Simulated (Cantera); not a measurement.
Input: 1 mol SiC, 0.13 mol O2, 160 mol H2, held at 0.0683 Torr.

Cantera equilibrium calculation (NASA polynomials, part measured and part estimated; ideal gas, pure solids and liquids). Candidate condensed phases: C, C6H6, C7H8, C8H18, H2O, Si, SiC, SiO2; 123 gas species. Mutual solubility and eutectic melting of coexisting phases are not modelled. The tables hold silica as quartz up to 1696 K and as liquid above; real silica turns to tridymite and cristobalite and melts near 1996 K. Equilibrium is a limit: real reactors are often held back by kinetics, nucleation or transport.

Q: Which condensed phases are stable at each of these points (T (K)): 1173, 1273, 1373, 1473, 1573, 1673, 1773, 1873, 1973, 2073, 2173?

A: 
```
T (K)         condensed phases  Si condensed (%)
-----  -----------------------  ----------------
1173   SiC(s) + SiO2(β-quartz)              88.3
1273                    SiC(s)              87.0
1373                    SiC(s)              87.0
1473                    SiC(s)              86.9
1573                    SiC(s)              86.1
1673                    SiC(s)              81.6
1773                    SiC(s)              74.3
1873      C(graphite) + SiC(s)              43.0
1973               C(graphite)               0.0
2073               C(graphite)               0.0
2173               C(graphite)               0.0
```

At 1173 K the condensed part is SiC(s) + SiO2(β-quartz). From 1273 K to 1773 K the condensed part is SiC(s). At 1873 K the condensed part is C(graphite) + SiC(s). From 1973 K to 2173 K the condensed part is C(graphite).
